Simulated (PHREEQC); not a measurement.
1 kg of water holding 0.011 mol/kgw MgCl2, 0.055 mol/kgw NaCl, 0.28 mol/kgw CaCl2 and 0.42 mol/kgw KCl is evaporated at 50 °C; the solids stay in contact with the brine. No CO2 enters from the air. Solids allowed: Bischofite, Brucite, Carnallite, Halite, Portlandite, Sylvite, MgCl2_4H2O. Others were left out.

The numbers come from PHREEQC with the Pitzer model, pitzer.dat.

Question: Predict ionic strength, water activity at water left (kg) = 0.375, 0.3082, 0.1711, 0.09502.

Answer: 
```tsv
water left (kg)	ionic strength	water activity
0.375	3.59	0.915
0.3082	4.37	0.893
0.1711	7.88	0.787
0.09502	12.3	0.644
```

Complexes and solids missing from the database can't appear. Away from 25 °C the constants follow the database's enthalpies or fits; those with neither stay at their 25 °C values.
